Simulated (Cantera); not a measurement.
Feed: 1 mol SiC, 0.016 mol CO2, 5 mol H2, equilibrated at 1375 °C and 0.133 bar.

Equilibrium computed with Cantera from the NASA thermochemical tables; the gas is ideal and each condensed phase is pure. Candidate condensed phases: C, C6H6, C7H8, C8H18, H2O, Si, SiC, SiO2; 123 gas species. Kinetics and transport are ignored.

Q: What is the equilibrium state?

A: 
```json
{
  "x(H2)": "0.993",
  "x(CO)": "0.00476",
  "x(SiO)": "0.00160",
  "x(H)": "0.000243",
  "x(CH4)": "1.78e-5",
  "x(H2O)": "4.05e-6",
  "x(SiH2)": "1.03e-6",
  "n(SiC(s))": "0.992 mol",
  "gas_amount": "5.032 mol",
  "log10 activity of Si(s) (absent)": "-0.91",
  "log10 activity of C(graphite) (absent)": "-0.99"
}
```
